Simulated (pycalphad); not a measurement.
Effect of Fe content in Al-Si-Mg-Fe

Source of the numbers: pycalphad with the COST 507 light-alloy database (1999); pressure 1 atm. The data set is of 1999 and partly superseded. Not assessed as a whole: an extrapolation from subsystems, which can miss ternary compounds. Phase fractions are per mole of atoms.

Task: One of these alloys has its liquidus at 1028 K, its solidus at 874 K, and holds FCC_A1 0.90, AL13FE4 0.08, MG2SI 0.02 at 570 K. Which?
A) Al-0.73Si-1.76Mg-1.88Fe (at.%)
B) Al-0.73Si-1.76Mg-1.41Fe (at.%)
C) Al-0.73Si-1.76Mg-0.94Fe (at.%)
D) Al-0.73Si-1.76Mg-0.24Fe (at.%)

Result: A, Al-0.73Si-1.76Mg-1.88Fe (at.%). The others: Al-0.73Si-1.76Mg-0.24Fe (at.%), liquidus 919, solidus 862; Al-0.73Si-1.76Mg-0.94Fe (at.%), liquidus 949, solidus 869; Al-0.73Si-1.76Mg-1.41Fe (at.%), liquidus 993, solidus 875

Database names, with the compositions (at.%) that they take in these runs: AL13FE4: Al 76 Fe 24; MG2SI: Mg 67 Si 33. FCC_A1 is fcc.
